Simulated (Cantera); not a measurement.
Input: 1 mol SiH₄, 0.032 mol Cl₂, 6.4 mol H₂, held at 0.890 bar.

Method: chemical equilibrium by Gibbs-energy minimisation in Cantera with the NASA 1993 tables (ideal gas, pure condensed phases). Candidate condensed phases: Si; 19 gas species. Gases not in the tables: Si₂H₆ and higher silanes. Rates play no part.

Task: Which condensed phases are stable at each of these points (T (°C)): 650, 725, 800, 875, 950, 1025, 1100, 1175, 1250, 1325, 1400, 1475?

Result: 
```
T (°C)  condensed phases  Si condensed (%)
------  ----------------  ----------------
650                Si(s)              98.4
725                Si(s)              98.7
800                Si(s)              99.2
875                Si(s)              99.5
950                Si(s)              99.7
1025               Si(s)              99.8
1100               Si(s)              99.8
1175               Si(s)              99.8
1250               Si(s)              99.8
1325               Si(s)              99.8
1400               Si(s)              99.8
1475               Si(l)              99.8
```

From 650 °C to 1400 °C the condensed part is Si(s). At 1475 °C the condensed part is Si(l).
